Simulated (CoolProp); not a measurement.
The fluid at 293.15 K and 0.894 MPa (stagnation) flows isentropically through a choked orifice. The same conditions are run with several fluids, on thermodynamics alone (safety and materials aside).

Values from CoolProp's reference Helmholtz-energy equation of state of each fluid (hydrogen sulfide: Lemmon 2006; carbon monoxide: Lemmon 2006; methane: Setzmann 1991; R13: Platzer 1990; dry air: Lemmon 2000). The equations of Platzer and Polt are older, rougher fits. Blends and air are pseudo-pure fits.

```
fluid             throat to inlet pressure ratio  mass flux (kg/(m² s))  throat temperature (K)
----------------  ------------------------------  ---------------------  ----------------------
hydrogen sulfide                           0.543                   2330                   251.4
carbon monoxide                            0.527                   2080                   243.9
methane                                    0.542                   1550                   252.7
R13                                        0.581                   3870                   271.3
dry air                                    0.527                   2120                   243.8
```
